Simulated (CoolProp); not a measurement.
A closed Brayton cycle with nitrogen: compressor inlet 324.15 K and 0.96 MPa, high pressure 2.4 MPa, turbine inlet 705 K, compressor efficiency 0.8, turbine efficiency 0.9, recuperator effectiveness 0 (on enthalpy, no pinch check). Each further row changes one setting.

Computed with CoolProp (reference Helmholtz-energy equation of state, Span 2000).

```tsv
case	thermal efficiency (%)	net work (kJ/kg)	compressor to turbine work	compressor exit (K)	turbine exit (K)
as stated	9.7	27.2	0.82	445.3	563.8
turbine inlet 655 K	7.1	16.1	…	445.3	522.7
compressor inlet 334.15 K	8.7	…	0.85	458.9	563.8
high pressure 2.04 MPa	9.0	27.6	…	…	…
recuperator effectiveness 0.5	12.5	27.2	0.82	445.3	563.8
```

**Question.** Complete the blanks.

**Answer.** 
- turbine inlet 655 K, compressor to turbine work: 0.89
- compressor inlet 334.15 K, net work (kJ/kg): 23.2
- high pressure 2.04 MPa, compressor to turbine work: 0.79
- high pressure 2.04 MPa, compressor exit (K): 421.5
- high pressure 2.04 MPa, turbine exit (K): 586.6
